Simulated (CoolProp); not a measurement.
Vapour-liquid equilibrium of methanol (1) + hexamethyldisiloxane (MM) (2) at 2.38 bar; x and y are mole fractions of (1).

Computed with CoolProp (multi-fluid Helmholtz-energy mixture model, de Reuck 1993 and Thol 2016; pair parameters Bell 2016).

Problem. Give the bubble temperature and the first vapour's composition at x = 0.2, 0.65, 0.8. Is there an azeotrope?

Solution. x = 0.2: 378.7 K, y = 0.567; x = 0.65: 363.4 K, y = 0.814; x = 0.8: 362.1 K, y = 0.862. No azeotrope shows between x = 0.05 and 0.95.

The pair parameters rest on a limited set of measurements; away from them the model extrapolates.
